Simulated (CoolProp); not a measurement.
Vapour-liquid equilibrium of CH2F2 (R32) (1) + R1234ze(E) (2) at 0.109 MPa; x and y are mole fractions of (1).

Model: multi-fluid Helmholtz-energy mixture model, Tillner-Roth 1997 and Thol 2016; pair parameters Bell 2023, in CoolProp.

| x | bubble temperature (°C) | y at the bubble point | dew temperature at overall composition x (°C) | liquid density (mol/L) |
|---|---|---|---|---|
| 0.05 | -21.6 | 0.207 | -18.3 | 11.68 |
| 0.15 | -28.5 | 0.475 | -20.4 | 12.45 |
| 0.25 | -33.5 | 0.631 | -22.6 | 13.26 |
| 0.35 | -37.3 | 0.729 | -25.1 | 14.12 |
| 0.45 | -40.2 | 0.796 | -27.8 | 15.07 |
| 0.55 | -42.5 | 0.846 | -30.8 | 16.13 |
| 0.65 | -44.5 | 0.887 | -34.2 | 17.33 |
| 0.75 | -46.3 | 0.922 | -38.2 | 18.70 |
| 0.85 | -47.9 | 0.954 | -42.7 | 20.30 |
| 0.95 | -49.5 | 0.985 | -47.7 | 22.17 |

No azeotrope shows between x = 0.05 and 0.95.

Pair parameters are fitted to limited data, so mixtures are less certain than the pure fluids.
